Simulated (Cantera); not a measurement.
Feed: 1 mol S, 0.0072 mol SO2, 1.8 mol N2, held at 2200 °C and 5.50 mbar.

Equilibrium computed with Cantera from the NASA thermochemical tables; the gas is ideal and each condensed phase is pure. Candidate condensed phases: S; 17 gas species. Equilibrium is a limit: real reactors are often held back by kinetics, nucleation or transport.

Base state: N2 0.711, S 0.174, S2 0.109, SO 0.00547, O 8.78e-5, SN 8.37e-5, SO2 4.39e-5, NO 2.34e-5 (mole fractions); condensed: gas only.

Problem. What changes in the equilibrium state with this change: SO2 from 0.0072 to 0.14 mol?

Solution. 
| species | before | after |
|---|---|---|
| N2 | 0.711 | 0.664 |
| S | 0.174 | 0.156 |
| S2 | 0.109 | 0.0871 |
| SO | 0.00547 | 0.0802 |
| SO2 | 4.39e-5 | 0.0105 |
| O2 | 2.64e-7 | 7.10e-5 |
| O | 8.78e-5 | 0.00144 |
| NO | 2.34e-5 | 0.000370 |
| S2O | 1.49e-5 | 0.000195 |

Problem. What changes in the equilibrium state with this change: S replaced by H2S?

Solution. 
```tsv
species	before	after
N2	0.711	0.474
H2	0	0.188
H	0	0.130
SH	0	0.0175
S2	0.109	0.0585
S	0.174	0.127
H2O	0	0.000909
H2S	0	0.000703
```
Further candidate phases: H2O, H2SO4.

Problem. What changes in the equilibrium state with this change: pressure from 5.50 mbar to 17.0 bar?

Solution. 
| species | before | after |
|---|---|---|
| N2 | 0.711 | 0.778 |
| S2 | 0.109 | 0.212 |
| S | 0.174 | 0.00437 |
| O | 8.78e-5 | 7.78e-7 |
| S2O | 1.49e-5 | 0.000794 |
| SO2 | 4.39e-5 | 0.000827 |
